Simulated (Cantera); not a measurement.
Charge: 1 mol Si(CH3)4, 2.3 mol HCl, 210 mol H2, equilibrated at 2473 K and 1.00 bar.

Cantera equilibrium calculation (NASA polynomials, part measured and part estimated; ideal gas, pure solids and liquids). Candidate condensed phases: C, C6H6, C7H8, C8H18, Si, SiC; 109 gas species. The tables' values for SiCl are old estimates; treat these amounts as uncertain. Gases not in the tables: Si2H6 and higher silanes. Kinetics and transport are ignored.

What is the equilibrium state?


| Quantity | Value |
|---|---|
| x(H2) | 0.958 |
| x(H) | 0.0218 |
| x(HCl) | 0.0101 |
| x(C2H2 (acetylene)) | 0.00737 |
| x(Si) | 0.000974 |
| x(SiH) | 0.000263 |
| x(SiH2) | 0.000223 |
| x(SiC2) | 0.000186 |
| x(Cl) | 0.000163 |
| n(SiC(s)) | 0.556 mol |
| gas amount | 221.0 mol |
| log10 activity of C(graphite) (absent) | -0.05 |
| log10 activity of Si(l) (absent) | -0.60 |
